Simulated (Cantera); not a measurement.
Charge: 1 mol Si2H6, 12 mol CO2, 45 mol N2, at 1973 K and 503 Torr.

Equilibrium computed with Cantera from the NASA thermochemical tables; the gas is ideal and each condensed phase is pure. Candidate condensed phases: C, C6H6, C7H8, C8H18, H2O, Si, SiC, SiO2, Si2N2O, Si3N4; 151 gas species. The feed counts by its element totals alone. The tables hold silica as quartz up to 1696 K and as liquid above; real silica turns to tridymite and cristobalite and melts near 1996 K. Gases not in the tables: Si(OH)4. Rates play no part.

Q: What is the equilibrium state?

A: 
```
Item                                       Result
--------------------------------------  ---------
x(N2)                                       0.750
x(CO)                                       0.106
x(CO2)                                     0.0935
x(H2O)                                     0.0398
x(H2)                                      0.0101
x(H)                                     0.000166
x(OH)                                     6.19e-5
x(SiO)                                    1.78e-5
x(NO)                                     1.71e-5
n(SiO2(condensed))                       2.00 mol
gas amount                              60.01 mol
log10 activity of C(graphite) (absent)      -5.63
log10 activity of Si(l) (absent)            -8.65
```
